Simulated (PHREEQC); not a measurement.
Make-up at 50 °C: 22 mmol/kgw SrCl2, 12 mmol/kgw CO2, 2.9 mmol/kgw KCl and 2.8 mmol/kgw HNO3. Closed to the air; pH follows from the charge balance.

Computed with PHREEQC (ion-association model, wateq4f.dat).

Precipitation was switched off in this run.

Estimate the pH.

pH 2.63.

Away from 25 °C the constants follow the database's enthalpies or fits; those with neither stay at their 25 °C values.
